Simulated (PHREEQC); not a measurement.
Synthetic water in mmol/kgw, 90 °C, pH 1.84, pe 11.4: Na 2.08; K 0.00269; Ca 1.48; Mg 0.875; Cl 2.62; S(6) 16.7; Ni 0.00288; Al 0.0702; Zn 0.0189; Br 0.00816.

Valence states are taken as typed.

Computed with PHREEQC (ion-association model, wateq4f.dat).

Each row changes one thing in this solution. Precipitation was switched off in this run.

```
case                                               ionic strength (mol/kgw)  HSO4- (mol/kgw)  SO4-2 (mol/kgw)  Ca+2 (mol/kgw)  Mg+2 (mol/kgw)  MgSO4 (mol/kgw)  SI of Gypsum (CaSO4:2H2O)  SI of Epsomite (MgSO4:7H2O)
-------------------------------------------------  ------------------------  ---------------  ---------------  --------------  --------------  ---------------  -------------------------  ---------------------------
as made                                                              0.0264           0.0131          0.00284         0.00112        0.000521         0.000354                      -1.30                        -4.65
Cl from 2.62 to 5.24 mmol/kgw                                        0.0278           0.0131          0.00286               …        0.000525         0.000350                      -1.30                        -4.65
temperature from 90 to 35 °C at the same typed pH                    0.0332          0.00814          0.00763        0.000995        0.000543                …                      -1.11                        -3.88
```

Task: Complete the blanks.

Result: 
- Cl from 2.62 to 5.24 mmol/kgw, Ca+2 (mol/kgw): 0.00113
- temperature from 90 to 35 °C at the same typed pH, MgSO4 (mol/kgw): 0.000332

At this temperature some constants are extrapolated from 25 °C, and those without enthalpy data are left unchanged.
